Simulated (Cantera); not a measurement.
Charge: 1 mol Fe2O3, a varied amount of SO2, 2.6 mol O2, equilibrated at 1.00 bar.

Equilibrium computed with Cantera from the NASA thermochemical tables; the gas is ideal and each condensed phase is pure. Candidate condensed phases: Fe, FeO, FeS, FeSO4, FeS2, Fe2O3, Fe2(SO4)3, Fe3O4, S; 12 gas species. Rates play no part.

Problem. What condenses at these points (T in °C, n(SO2) in mol): (850, 0.37); (600, 0.69); (500, 0.69); (700, 0.69); (1100, 0.2)?

Solution. 
| T (°C) | n(SO2) in mol | condensed phases | Fe condensed (%) |
|---|---|---|---|
| 850 | 0.37 | Fe2O3 | 100.0 |
| 600 | 0.69 | Fe2O3 + Fe2(SO4)3 | 100.0 |
| 500 | 0.69 | Fe2O3 + Fe2(SO4)3 | 100.0 |
| 700 | 0.69 | Fe2O3 | 100.0 |
| 1100 | 0.2 | Fe2O3 | 100.0 |
